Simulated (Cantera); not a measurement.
**Thermodynamics of abatement and gas-phase synthesis, feed HCl + H₂O**

Charge: 1 mol HCl, 3.7 mol H₂O, equilibrated at 53.0 Pa.

Method: chemical equilibrium by Gibbs-energy minimisation in Cantera with the NASA 1993 tables (ideal gas, pure condensed phases). Candidate condensed phases: H₂O; 14 gas species. The numbers say what is thermodynamically allowed, not how fast it happens.

From 2400 K to 3500 K nothing is condensed.

```csv
T (K),log p H,log p O,log p H₂O,log p H₂,log p Cl,log p OH,log p HCl,log p O₂
2400,-3.85,-4.32,-3.92,-4.11,-4.39,-4.40,-4.50,-4.52
2500,-3.69,-4.12,-4.24,-4.18,-4.38,-4.43,-4.72,-4.57
2600,-3.58,-3.99,-4.67,-4.34,-4.38,-4.55,-4.98,-4.71
2700,-3.53,-3.91,-5.19,-4.56,-4.39,-4.75,-5.27,-4.93
2800,-3.50,-3.87,-5.76,-4.82,-4.39,-4.99,-5.55,-5.20
2900,-3.48,-3.85,-6.34,-5.09,-4.39,-5.24,-5.83,-5.49
3000,-3.48,-3.84,-6.89,-5.35,-4.39,-5.50,-6.10,-5.78
3100,-3.47,-3.83,-7.42,-5.60,-4.39,-5.74,-6.35,-6.06
3200,-3.47,-3.83,-7.93,-5.84,-4.39,-5.97,-6.59,-6.32
3300,-3.47,-3.83,-8.40,-6.07,-4.39,-6.20,-6.81,-6.57
3400,-3.47,-3.83,-8.85,-6.28,-4.39,-6.40,-7.03,-6.81
3500,-3.47,-3.83,-9.28,-6.48,-4.39,-6.60,-7.23,-7.04
```
log p: log10 of the partial pressure in bar; nothing condenses.
